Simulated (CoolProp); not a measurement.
Vapour-liquid equilibrium of R134a (1) + R1234ze(E) (2) at 0.00687 MPa; x and y are mole fractions of (1).

Model: multi-fluid Helmholtz-energy mixture model, Tillner-Roth 1994 and Thol 2016; pair parameters Bell 2022, in CoolProp.

Question: Give the bubble temperature and the first vapour's composition at x = 0.2, 0.5, 0.875. Is there an azeotrope?

Answer: x = 0.2: -69.1 °C, y = 0.302; x = 0.5: -70.8 °C, y = 0.585; x = 0.875: -71.8 °C, y = 0.891. No azeotrope shows between x = 0.05 and 0.95.

The pair parameters rest on a limited set of measurements; away from them the model extrapolates.
